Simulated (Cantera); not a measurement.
A Cantera script and its output.

```python
import numpy as np
import cantera as ct

surf = ct.Interface("diamond.yaml", "diamond_100")
gas, bulk = surf.adjacent["gas"], surf.adjacent["diamond"]
k = surf.kinetics_species_index(bulk.species_names[0])
cover = ["c6HH", "c6H*", "c6*H", "c6**", "c6HM", "c6B"]

rows, drift = [], 0.0
print(f"{'T':>10s}{'um/h':>11s}" + "".join(f"{s:>11s}" for s in cover))
for v in [900, 950, 1000, 1050, 1100, 1150, 1200, 1250, 1300, 1350, 1400]:
    T, P, xH, xCH3 = v, 14000, 0.043, 0.0014
    gas.TPX = T, P, {"H": xH, "CH3": xCH3, "CH4": 0.0094, "H2": 1 - xH - xCH3 - 0.0094}
    surf.TP = bulk.TP = T, P
    surf.coverages = "c6H*:0.1, c6HH:0.9"
    surf.advance_coverages(100.0)
    before = surf.coverages
    surf.advance_coverages(100.0)
    drift = max(drift, np.max(np.abs(surf.coverages - before) / (surf.coverages + 1e-9)))
    rate = surf.net_production_rates[k] * bulk.mean_molecular_weight / bulk.density * 3.6e9
    rows.append([rate, *surf[cover].coverages])
    print(f"{v:10.4g}{rate:11.4e}" + "".join(f"{x:11.3e}" for x in rows[-1][1:]))
```

Output:

```
         T       um/h       c6HH       c6H*       c6*H       c6**       c6HM        c6B
       900 5.9824e+01  6.691e-01  1.118e-02  2.822e-01  4.330e-03  2.668e-02  1.623e-07
       950 7.9730e+01  6.255e-01  1.489e-02  3.250e-01  6.633e-03  2.147e-02  2.164e-07
      1000 1.0220e+02  5.825e-01  1.909e-02  3.649e-01  9.686e-03  1.744e-02  2.773e-07
      1050 1.2666e+02  5.411e-01  2.372e-02  4.010e-01  1.357e-02  1.426e-02  3.437e-07
      1100 1.5195e+02  5.021e-01  2.869e-02  4.331e-01  1.836e-02  1.170e-02  4.123e-07
      1150 1.7569e+02  4.657e-01  3.389e-02  4.610e-01  2.409e-02  9.539e-03  4.768e-07
      1200 1.9313e+02  4.322e-01  3.926e-02  4.849e-01  3.078e-02  7.573e-03  5.241e-07
      1250 1.9707e+02  4.015e-01  4.472e-02  5.051e-01  3.843e-02  5.663e-03  5.348e-07
      1300 1.8232e+02  3.735e-01  5.020e-02  5.218e-01  4.701e-02  3.830e-03  4.947e-07
      1350 1.5398e+02  3.479e-01  5.560e-02  5.351e-01  5.645e-02  2.285e-03  4.178e-07
      1400 1.2581e+02  3.244e-01  6.085e-02  5.450e-01  6.664e-02  1.219e-03  3.414e-07
```

Cantera simulation using the Harris–Goodwin 1993 mechanism for the reconstructed diamond (100) surface; the numbers are that mechanism's predictions, not measurements.
